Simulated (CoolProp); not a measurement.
Vapour-liquid equilibrium of C3F8 (R218) (1) + c-C4F8 (RC318) (2) at 300 K; x and y are mole fractions of (1).

Computed with CoolProp (multi-fluid Helmholtz-energy mixture model, Lemmon 2006 and Platzer 1990; pair parameters Bell 2016). This equation is an older, rougher fit; its heat capacities, sound speeds and derivatives of the liquid may be far off and weren't checked against measurements.

Q: Give the bubble pressure and the first vapour's composition at x = 0.05, 0.2, 0.35. Is there an azeotrope?

A: x = 0.05: 0.3394 MPa, y = 0.071; x = 0.2: 0.3795 MPa, y = 0.306; x = 0.35: 0.4443 MPa, y = 0.527. No azeotrope shows between x = 0.05 and 0.95.

The pair parameters rest on a limited set of measurements; away from them the model extrapolates.
